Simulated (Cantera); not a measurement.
A closed system holds: 1 mol Si3N4, 0.22 mol O2, 11 mol H2, at 53000 Pa.

Equilibrium computed with Cantera from the NASA thermochemical tables; the gas is ideal and each condensed phase is pure. Candidate condensed phases: H2O, Si, SiO2, Si2N2O, Si3N4; 35 gas species. Mutual solubility and eutectic melting of coexisting phases are not modelled. Gases not in the tables: Si2H6 and higher silanes. Equilibrium is a limit: real reactors are often held back by kinetics, nucleation or transport.

x: gas mole fraction; n: condensed amount in mol.

| T (°C) | x H2 | x N2 | x SiO | x H | x NH3 | x SiH2 | x Si | n Si2N2O(s) | n Si3N4(s) | n Si(l) |
|---|---|---|---|---|---|---|---|---|---|---|
| 427 | 0.987 | 0.0129 | <1e-12 | <1e-12 | 0.000552 | <1e-12 | <1e-12 | 0.440 | 0.707 | 0 |
| 627 | 0.987 | 0.0131 | <1e-12 | [?] | [?] | <1e-12 | <1e-12 | 0.440 | 0.707 | 0 |
| 827 | 0.987 | 0.0131 | <1e-12 | 3.53e-8 | 1.89e-5 | <1e-12 | <1e-12 | 0.440 | 0.707 | 0 |
| 1027 | 0.987 | 0.0132 | [?] | [?] | [?] | [?] | <1e-12 | 0.440 | 0.707 | 0 |
| 1227 | 0.987 | 0.0132 | 3.09e-7 | 2.40e-5 | 3.69e-6 | 5.30e-8 | 7.13e-10 | 0.440 | 0.707 | 0 |
| 1427 | 0.987 | 0.0132 | 7.05e-5 | 0.000201 | 2.17e-6 | 5.15e-6 | 4.71e-7 | 0.439 | 0.707 | 0 |
| 1627 | 0.918 | 0.0777 | 0.00275 | 0.00104 | 3.12e-6 | 5.36e-5 | 2.38e-5 | 0.407 | 0.331 | 1.16 |

Question: Complete the blanks.

Answer: 
- 627, x H: 1.60e-10
- 627, x NH3: 7.21e-5
- 1027, x SiO: 2.43e-10
- 1027, x H: 1.51e-6
- 1027, x NH3: 7.39e-6
- 1027, x SiH2: 1.30e-10
